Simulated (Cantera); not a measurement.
An isothermal, constant-pressure homogeneous reactor starts with 0.988 % CH4, 98.8 % H2, 0.168 % N2, at 2148 K and 1330 Pa.

Cantera simulation using GRI-Mech 3.0 (53 species, 325 reactions); the numbers are that mechanism's predictions, not measurements. GRI-Mech 3.0 stops at C3 and has no aromatics, soot or wall deposition, so with more carbon than oxygen in the feed, carbon stays in small species such as C2H2 where larger ones or solid carbon would form. Radical loss at walls, strong at low pressure, is not modelled.

x: mole fraction; the columns are a selection and need not sum to one.

```
t (s)        x CH4   x H2     x C2H      x H    x C2H2    x C2H6     x HCN
--------  --------  -----  --------  -------  --------  --------  --------
2.00e-5    0.00988  0.988    <1e-12  1.29e-5    <1e-12  3.17e-12    <1e-12
4.60e-5    0.00987  0.988    <1e-12  3.34e-5  1.84e-12  2.92e-11    <1e-12
0.000106   0.00986  0.988    <1e-12  8.31e-5  4.19e-11  1.64e-10    <1e-12
0.000243   0.00984  0.988    <1e-12        …  8.73e-10  7.99e-10    <1e-12
0.000558   0.00979  0.988    <1e-12        …         …         …    <1e-12
0.00128    0.00967  0.987  1.53e-11  0.00106   4.76e-7   1.79e-8  1.18e-12
0.00295    0.00939  0.986  7.10e-10  0.00242   9.70e-6   7.10e-8  2.90e-11
0.00678    0.00864  0.983   2.16e-8  0.00536  0.000133   2.00e-7  7.07e-10
0.0156     0.00633  0.979   3.33e-7   0.0102   0.00107   2.39e-7   1.20e-8
0.0358     0.00263  0.977   1.41e-6   0.0146   0.00316   6.00e-8   8.18e-8
0.0823    0.000727  0.975   2.43e-6   0.0183   0.00435   5.61e-9   2.34e-7
0.189     0.000190  0.972   3.12e-6   0.0217   0.00470  4.47e-10   4.18e-7
0.435      5.17e-5  0.968   3.76e-6   0.0255   0.00479  3.78e-11   6.09e-7
1.00       1.51e-5  0.963   4.47e-6   0.0301   0.00480  3.74e-12   8.15e-7
```

Problem. Complete the blanks.

Solution. 
- 0.000243, x H: 0.000198
- 0.000558, x H: 0.000462
- 0.000558, x C2H2: 2.00e-8
- 0.000558, x C2H6: 3.90e-9
